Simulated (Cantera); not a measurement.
Cantera run, input and output.

```python
import numpy as np
import cantera as ct

gas = ct.Solution("h2o2.yaml")
gas.TPX = 948, 1333, {'H2': 0.17, 'O2': 1}
reactor = ct.IdealGasConstPressureReactor(gas, energy="off", clone=False)
net = ct.ReactorNet([reactor])
net.rtol, net.atol = 1e-08, 1e-18
show = ['H2', 'O2', 'H2O', 'HO2', 'OH']
times = np.geomspace(7e-06, 10, 12)

steps = ct.SolutionArray(gas, extra=["t"])
rows = []
print(f"{'t/s':>10s}{'T/K':>9s}{'P/Pa':>11s}" + "".join(f"{s:>11s}" for s in show))
for t in times:
    while net.time < t:
        t_next = net.step()
        steps.append(gas.state, t=t_next)
    rows.append([np.interp(t, steps.t, y) for y in (steps.T, steps.P, *steps(*show).X.T)])
    print(f"{t:10.3e}{rows[-1][0]:9.1f}{rows[-1][1]:11.4g}" + "".join(f"{x:11.3e}" for x in rows[-1][2:]))
rate = np.gradient(steps.T, steps.t)
print("integrator steps:", len(steps.t))
if steps.T.max() > steps.T[0] + 200:
    print(f"time of steepest temperature rise: {steps.t[rate.argmax()]:.4e} s")
gas.TPX = 948, 1333, {'H2': 0.17, 'O2': 1}
gas.equilibrate("TP")
print(f"equilibrium (TP): T = {gas.T:.1f} K  " + "  ".join(f"{s} {gas[s].X[0]:.3e}" for s in show))
```

Result:

```
       t/s      T/K       P/Pa         H2         O2        H2O        HO2         OH
 7.000e-06    948.0       1333  1.453e-01  8.547e-01  1.820e-15  1.880e-12  2.817e-14
 2.539e-05    948.0       1333  1.453e-01  8.547e-01  7.635e-14  6.825e-12  3.175e-13
 9.208e-05    948.0       1333  1.453e-01  8.547e-01  2.604e-12  2.484e-11  2.752e-12
 3.340e-04    948.0       1333  1.453e-01  8.547e-01  7.177e-11  9.146e-11  2.123e-11
 1.211e-03    948.0       1333  1.453e-01  8.547e-01  5.317e-09  4.291e-10  7.685e-10
 4.393e-03    948.0       1333  1.444e-01  8.542e-01  6.507e-04  5.597e-06  8.817e-05
 1.593e-02    948.0       1333  2.579e-03  8.336e-01  1.488e-01  1.517e-05  1.716e-03
 5.779e-02    948.0       1333  1.455e-04  8.429e-01  1.563e-01  4.869e-06  2.475e-04
 2.096e-01    948.0       1333  1.092e-05  8.433e-01  1.566e-01  7.844e-07  6.597e-05
 7.602e-01    948.0       1333  7.815e-07  8.433e-01  1.567e-01  1.151e-07  2.285e-05
 2.757e+00    948.0       1333  7.235e-08  8.433e-01  1.567e-01  2.109e-08  9.375e-06
 1.000e+01    948.0       1333  1.224e-08  8.433e-01  1.567e-01  4.776e-09  4.322e-06
integrator steps: 1805
equilibrium (TP): T = 948.0 K  H2 2.537e-11  O2 8.433e-01  H2O 1.567e-01  HO2 4.673e-10  OH 2.059e-07
```

Detailed kinetics in Cantera: the H2/O2 subset of GRI-Mech 3.0, which has no nitrogen chemistry. Radical loss at walls, strong at low pressure, is not modelled. Below about 950 K walls govern HO2 and H2O2 in real vessels. The temperature is held fixed by assumption; the heat of reaction is taken as removed at once.
